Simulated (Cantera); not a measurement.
An isothermal, constant-pressure homogeneous reactor starts with 41.7 % NO, 58.3 % N2, at 2098 K and 10000 Pa.

Cantera simulation using GRI-Mech 3.0 (53 species, 325 reactions); the numbers are that mechanism's predictions, not measurements.

x: mole fraction; the columns are a selection and need not sum to one.

| t (s) | x NO | x N2 | x N2O | x O | x NO2 |
|---|---|---|---|---|---|
| 0.000800 | 0.417 | 0.583 | 2.66e-5 | 3.48e-5 | 2.06e-6 |
| 0.00213 | 0.416 | 0.583 | 5.36e-5 | 0.000104 | 7.97e-6 |
| 0.00566 | 0.416 | 0.584 | 7.66e-5 | 0.000282 | 2.18e-5 |
| 0.0150 | 0.415 | 0.584 | 7.70e-5 | 0.000452 | 3.31e-5 |
| 0.0400 | 0.410 | 0.586 | 7.42e-5 | ___ | ___ |
| 0.106 | 0.399 | 0.592 | 6.84e-5 | 0.000606 | 4.64e-5 |
| 0.283 | ___ | 0.609 | ___ | ___ | ___ |
| 0.752 | 0.274 | 0.654 | 2.83e-5 | 0.00123 | 7.42e-5 |
| 2.00 | 0.112 | 0.735 | 4.42e-6 | 0.00172 | 4.43e-5 |
| 5.32 | 0.0210 | 0.780 | 2.83e-7 | 0.00194 | 9.46e-6 |
| 14.1 | 0.00992 | 0.786 | 1.73e-7 | 0.00196 | 4.53e-6 |
| 37.6 | 0.00974 | 0.786 | 1.72e-7 | 0.00196 | 4.45e-6 |
| 100 | 0.00974 | 0.786 | 1.72e-7 | 0.00196 | 4.45e-6 |

### Question
What belongs in the gaps?

### Answer

- 0.0400, x O: 0.000506
- 0.0400, x NO2: 3.77e-5
- 0.283, x NO: 0.365
- 0.283, x N2O: 5.46e-5
- 0.283, x O: 0.000824
- 0.283, x NO2: 6.22e-5
